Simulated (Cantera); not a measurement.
Premixed flame

A freely propagating, adiabatic, planar premixed flame of 5.73 % CH₄, 16.9 % O₂, 63.6 % N₂, 13.8 % CO₂, unburnt at 598 K and 4.93 atm; unity-Lewis-number transport, grid criteria slope 0.08 and curve 0.16, no radiation.

Model: GRI-Mech 3.0 (53 species, 325 reactions), integrated in Cantera. Unity Lewis numbers drop preferential diffusion, which matters most where H2 and H carry the flame. Burning velocities carry a grid error of a few per cent, more on coarse grids.

```tsv
z (mm)	T (K)	u (m/s)	x CH₄	x O₂	x CO₂	x NO₂	x CH₂O	x H
-0.963	603	0.133	0.0571	0.168	0.138	<1e-8	6.09e-6	<1e-8
-0.642	620	0.136	0.0562	0.167	0.138	2.76e-8	2.80e-5	<1e-8
-0.482	659	0.145	0.0542	0.163	0.140	7.47e-8	7.82e-5	<1e-8
-0.321	781	0.172	0.0476	0.151	0.144	2.04e-7	0.000236	<1e-8
-0.161	1097	0.242	0.0298	0.120	0.155	3.38e-7	0.000607	3.10e-7
-0.0803	1355	0.300	0.0149	0.0932	0.165	2.05e-7	0.000683	6.20e-6
0	1625	0.361	0.00155	0.0650	0.177	2.58e-8	0.000185	0.000148
0.0803	1719	0.380	1.11e-5	0.0568	0.187	1.51e-8	2.30e-6	9.82e-5
0.161	1747	0.385	1.07e-7	0.0551	0.191	1.75e-8	2.37e-8	3.80e-5
0.321	1765	0.389	<1e-8	0.0542	0.194	1.75e-8	<1e-8	8.58e-6
0.642	1772	0.390	<1e-8	0.0539	0.195	1.23e-8	<1e-8	1.44e-6
1.28	1774	0.390	<1e-8	0.0538	0.195	<1e-8	<1e-8	4.76e-7
2.57	1774	0.390	<1e-8	0.0538	0.195	<1e-8	<1e-8	3.98e-7
```
x: mole fraction of selected species; z is measured from the peak of heat release.

The laminar burning velocity is 13.2 cm/s, the thermal thickness is 0.321 mm and the peak x(CH₂O) is 0.000703. The peak x(H) comes out as 0.000174 and the grid points is 125.
